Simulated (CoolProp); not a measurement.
Vapour-liquid equilibrium of propane (1) + isohexane (2) at 30.15 °C; x and y are mole fractions of (1).

Model: multi-fluid Helmholtz-energy mixture model, Lemmon 2009 and Lemmon 2006; pair parameters Bell 2016, in CoolProp.

| x | bubble pressure, mixture model (MPa) | bubble pressure, Raoult's law (MPa) | y, mixture model | y, Raoult's law |
|---|---|---|---|---|
| 0.05 | 0.08322 | 0.08720 | 0.593 | 0.621 |
| 0.125 | [?] | 0.1658 | 0.793 | 0.816 |
| 0.2 | 0.2296 | 0.2444 | 0.866 | 0.886 |
| 0.275 | 0.3033 | 0.3230 | 0.905 | 0.922 |
| 0.35 | 0.3775 | 0.4017 | 0.928 | 0.944 |
| 0.425 | 0.4522 | 0.4803 | 0.945 | 0.958 |
| 0.5 | [?] | 0.5589 | 0.957 | 0.969 |
| 0.575 | 0.6041 | 0.6375 | 0.966 | 0.977 |
| 0.65 | [?] | 0.7161 | 0.974 | 0.983 |
| 0.725 | 0.7613 | 0.7947 | [?] | 0.988 |
| 0.8 | 0.8433 | 0.8733 | 0.986 | 0.992 |
| 0.875 | 0.9286 | 0.9520 | 0.992 | 0.995 |
| 0.95 | 1.019 | 1.031 | 0.997 | 0.998 |

**Question.** What belongs in the gaps?

**Answer.** 
- 0.125, bubble pressure, mixture model (MPa): 0.1562
- 0.5, bubble pressure, mixture model (MPa): 0.5277
- 0.65, bubble pressure, mixture model (MPa): 0.6818
- 0.725, y, mixture model: 0.981

The largest gap from Raoult's law is -6.1 % in bubble pressure, at x = 0.275. No azeotrope shows between x = 0.05 and 0.95.

The pair parameters rest on a limited set of measurements; away from them the model extrapolates.
